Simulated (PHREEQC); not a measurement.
Make-up at 20 °C: 10 mmol/kgw Al2(SO4)3, 6.3 mmol/kgw H2SO4 and 81 mmol/kgw NaCl. Closed to the air; pH follows from the charge balance.

Computed with PHREEQC (ion-association model, phreeqc.dat).

```json
[
 {"quantity": "pH", "before": "2.14", "after": "2.39"},
 {"quantity": "ionic strength (mol/kgw)", "before": "0.144", "after": "0.0754"},
 {"quantity": "SO4-2 (mol/kgw)", "before": "0.0138", "after": "0.00803"},
 {"quantity": "HSO4- (mol/kgw)", "before": "0.00375", "after": "0.00146"}
]
```

Q: Name the change that produced these shifts.
(A) diluted 2-fold with water
(B) 0.0029 mol/kgw NaOH added
(C) Al2(SO4)3 replaced by Li2SO4 at the same molality
(D) NaCl replaced by CdCl2 at the same molality

A: A, diluted 2-fold with water

This is a speciation only: nothing precipitates in the calculation.
